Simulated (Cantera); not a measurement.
Feed: 1 mol Fe2O3, 1.5 mol CH4, 0.22 mol H2, held at 30.0 Pa.

Equilibrium computed with Cantera from the NASA thermochemical tables; the gas is ideal and each condensed phase is pure. Candidate condensed phases: C, C6H6, C7H8, C8H18, Fe, Fe(CO)5, FeO, Fe(OH)2, Fe(OH)3, Fe2O3, Fe3O4, H2O; 114 gas species. Rates play no part.

Question: At 2373 K, list the 7 most abundant gas species with their mole fractions, and the condensed phases.

Answer: H 0.302, Fe 0.229, CO 0.161, H2 0.140, H2O 0.0720, O 0.0399, OH 0.0275. Condensed: gas only.
